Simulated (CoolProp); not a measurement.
The fluid at 298.15 K and 0.0295 MPa expands adiabatically to 0.00368 MPa with isentropic efficiency 0.7. The same conditions are run with several fluids, on thermodynamics alone (safety and materials aside).

The numbers come from the reference Helmholtz-energy equation of state of each fluid (cyclopentane: Gedanitz 2015; isobutane: Bücker 2006; trans-2-butene: Lemmon 2005; R125: Lemmon 2005) in CoolProp.

Task: Rank cyclopentane, isobutane, trans-2-butene, R125 by work (kJ/kg), highest first.

Result: trans-2-butene (57.8), isobutane (56.4), cyclopentane (45.9), R125 (27.3)

```json
[
 {"fluid": "cyclopentane", "final temperature (K)": "254.8", "final density (kg/m³)": "0.122"},
 {"fluid": "isobutane", "final temperature (K)": "261.9", "final density (kg/m³)": "0.0984"},
 {"fluid": "trans-2-butene", "final temperature (K)": "258.5", "final density (kg/m³)": "0.0962"},
 {"fluid": "R125", "final temperature (K)": "261.7", "final density (kg/m³)": "0.203"}
]
```
